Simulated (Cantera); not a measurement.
Input (Python, Cantera) and output of one run.

```python
import numpy as np
import cantera as ct

gas_names = """
    CL CLO CL2 N NO NO2 NO3 N2 N2O O O2 O3 Si SiCL SiCL2 SiCL3 SiCL4 SiN SiO SiO2 Si2 Si2N Si3
""".split()
cond_names = """
    Si(cr) Si(L) SiO2(Lqz) SiO2(hqz) SiO2(L) Si2N2O(s) Si3N4(a)
""".split()


# ... load() reads the species with a 1 bar reference pressure and builds the phases ...
atoms = {
    'SiCl4': {'Si': 1, 'CL': 4},
    'NO': {'N': 1, 'O': 1},
}
top_T = {'Si2N2O(s)': 2100, 'Si3N4(a)': 2400}  # K; cautious upper limits of use, not melting points


# ... equilibrate(T, P, feed) seeds the gas with the atoms and calls Mixture.equilibrate('TP', solver="vcs", rtol=1e-11, max_steps=5000) ...
results = []
T = 948  # K
P = 1000  # Pa
for m in [0.58, 0.9, 1.4, 2.1, 3.3, 5.1, 7.8, 12, 19]:
    feed = {'SiCl4': 1, 'NO': m}  # mol
    mix = equilibrate(T, P, feed)
    results.append((T, P, feed, dict(zip(mix.species_names, mix.species_moles))))
    x = sorted(zip(gas.X, gas.species_names), reverse=True)
    print(f"T = {T:g} K  P = {P:g} Pa  n(NO) = {m:g} mol  gas = {mix.phase_moles(0):.4g} mol")
    print("   x: " + "  ".join(f"{s} {v:.3e}" for v, s in x if v > 0.001))
    print("   condensed (mol): " + ("  ".join(f"{mix.phase(i).name} {mix.phase_moles(i):.4g}"
          for i in range(1, mix.n_phases) if mix.phase_moles(i) > 1e-12) or "none"))
```

Output:

```
T = 948 K  P = 1000 Pa  n(NO) = 0.58 mol  gas = 1.581 mol
   x: SiCL4 4.491e-01  CL2 3.664e-01  N2 1.834e-01  CL 1.036e-03
   condensed (mol): SiO2(hqz) 0.29
T = 948 K  P = 1000 Pa  n(NO) = 0.9 mol  gas = 1.901 mol
   x: CL2 4.728e-01  SiCL4 2.893e-01  N2 2.367e-01  CL 1.177e-03
   condensed (mol): SiO2(hqz) 0.45
T = 948 K  P = 1000 Pa  n(NO) = 1.4 mol  gas = 2.402 mol
   x: CL2 5.823e-01  N2 2.915e-01  SiCL4 1.249e-01  CL 1.306e-03
   condensed (mol): SiO2(hqz) 0.7
T = 948 K  P = 1000 Pa  n(NO) = 2.1 mol  gas = 3.102 mol
   x: CL2 6.440e-01  N2 3.385e-01  O2 1.612e-02  CL 1.374e-03
   condensed (mol): SiO2(hqz) 1
T = 948 K  P = 1000 Pa  n(NO) = 3.3 mol  gas = 4.303 mol
   x: CL2 4.643e-01  N2 3.835e-01  O2 1.511e-01  CL 1.166e-03
   condensed (mol): SiO2(hqz) 1
T = 948 K  P = 1000 Pa  n(NO) = 5.1 mol  gas = 6.103 mol
   x: N2 4.178e-01  CL2 3.272e-01  O2 2.540e-01
   condensed (mol): SiO2(hqz) 1
T = 948 K  P = 1000 Pa  n(NO) = 7.8 mol  gas = 8.804 mol
   x: N2 4.430e-01  O2 3.294e-01  CL2 2.268e-01
   condensed (mol): SiO2(hqz) 1
T = 948 K  P = 1000 Pa  n(NO) = 12 mol  gas = 13 mol
   x: N2 4.614e-01  O2 3.845e-01  CL2 1.535e-01
   condensed (mol): SiO2(hqz) 1
T = 948 K  P = 1000 Pa  n(NO) = 19 mol  gas = 20.01 mol
   x: N2 4.749e-01  O2 4.249e-01  CL2 9.970e-02
   condensed (mol): SiO2(hqz) 1
```

These are equilibrium values from Cantera (NASA tables, ideal gas, pure condensed phases), not measurements of a reactor.
